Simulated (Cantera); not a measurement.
An adiabatic, constant-pressure homogeneous reactor starts with 16.9 % CO, 7.44 % H₂, 3.72 % CH₄, 15.1 % O₂, 56.8 % N₂, at 1700 K and 100000 Pa.

Detailed kinetics in Cantera: GRI-Mech 3.0 (53 species, 325 reactions).

Task: Predict: time of steepest temperature rise; temperature at 4.00 s; equilibrium temperature; x(CO) at 4.00 s; x(H₂) at 4.00 s; x(CH₂O) at 4.00 s.

Result: 
```json
{
  "time_of_steepest_temperature_rise": "26.4 µs",
  "temperature at 4.00 s": "2852 K",
  "equilibrium_temperature": "2852 K",
  "x(CO) at 4.00 s": "0.126 (gas-phase equilibrium 0.126)",
  "x(H₂) at 4.00 s": "0.0230 (gas-phase equilibrium 0.0230)",
  "x(CH₂O) at 4.00 s": "1.17e-9 (gas-phase equilibrium 1.17e-9)"
}
```
